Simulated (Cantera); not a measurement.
An isothermal, constant-pressure homogeneous reactor starts with 30.3 % CH4, 69.7 % CO2, at 1525 K and 9750 Torr.

Detailed kinetics in Cantera: GRI-Mech 3.0 (53 species, 325 reactions). The pressure lies above the range GRI-Mech 3.0 was tuned for (to about 10 atm).

One state of this run: x CH4 = 0.0492; x CO2 = 0.192; x CH2O = 9.90e-7; x C2H4 = 0.00461; x OH = 9.07e-8; x H = 2.47e-6; x O = <1e-12. x: mole fraction; the columns are a selection and need not sum to one.

Question: Which value of t (s) does it belong to?
(A) 3.00
(B) 8.00e-5
(C) 0.0444
(D) 0.000229

Answer: A, 3.00
